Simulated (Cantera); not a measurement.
A closed system holds: 1 mol TiCl4, 14 mol H2, equilibrated at 1027 °C and 0.270 bar.

Cantera equilibrium calculation (NASA polynomials, part measured and part estimated; ideal gas, pure solids and liquids). Candidate condensed phases: Ti, TiCl2, TiCl3, TiCl4; 10 gas species. The tables' values for TiCl2 are old estimates; treat these amounts as uncertain. Rates play no part.

Base state: H2 0.888, HCl 0.0472, TiCl3 0.0470, TiCl4 0.0180, TiCl2 9.23e-5 (mole fractions); condensed: gas only.

**Question.** What changes in the equilibrium state with this change: temperature from 1027 °C to 1300 °C?

**Answer.** 
| species | before | after |
|---|---|---|
| H2 | 0.888 | 0.873 |
| HCl | 0.0472 | 0.0628 |
| TiCl3 | 0.0470 | 0.0584 |
| TiCl4 | 0.0180 | 0.00399 |
| H | 2.01e-6 | 7.32e-5 |
| TiCl2 | 9.23e-5 | 0.00222 |

**Question.** What changes in the equilibrium state with this change: TiCl4 replaced by Ti(OiPr)4?

**Answer.** 
```tsv
species	before	after
H2	0.888	0.921
CO	0	0.0769
CH4	0	0.00180
HCl	0.0472	0
TiCl3	0.0470	0
TiCl4	0.0180	0
H2O	0	0.000174
TiCl2	9.23e-5	0
C(graphite), mol	0	9.62
Ti3O5(s), mol	0	0.333
```
The feed counts by its element totals alone. Further candidate phases: C, C6H6, C7H8, C8H18, H2O, TiC, TiO, TiO2, Ti2O3, Ti3O5, Ti4O7.
